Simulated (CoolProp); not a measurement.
Saturation properties of octamethylcyclotetrasiloxane (D4).

Computed with CoolProp (reference Helmholtz-energy equation of state, Thol 2015).

| T (K) | p (bar) | liquid density (kg/m³) | vapour density (kg/m³) |
|---|---|---|---|
| 377.9 | 0.1060 | 857.4 | 1.015 |
| 388 | 0.1562 | 845.0 | 1.465 |
| 398.1 | 0.2245 | 832.5 | 2.064 |
| 408.2 | ? | 819.7 | 2.846 |
| 418.3 | 0.4329 | 806.7 | 3.850 |
| 428.4 | 0.5832 | 793.4 | 5.119 |
| 438.5 | 0.7721 | 779.8 | 6.704 |
| 448.5 | 1.003 | 765.9 | 8.640 |
| 458.6 | 1.288 | 751.5 | 11.03 |
| 468.7 | 1.632 | 736.7 | ? |
| 478.8 | ? | 721.2 | ? |
| 488.9 | 2.528 | 705.1 | 21.70 |
| 499 | 3.097 | 688.1 | 26.82 |
| 509.1 | 3.760 | 670.2 | 33.00 |
| 519.2 | ? | 651.0 | 40.50 |

Q: What belongs in the gaps?

A: 
- 408.2, p (bar): 0.3151
- 468.7, vapour density (kg/m³): 13.94
- 478.8, p (bar): 2.042
- 478.8, vapour density (kg/m³): 17.46
- 519.2, p (bar): 4.527

It boils at 448.9 K under 1 atm.
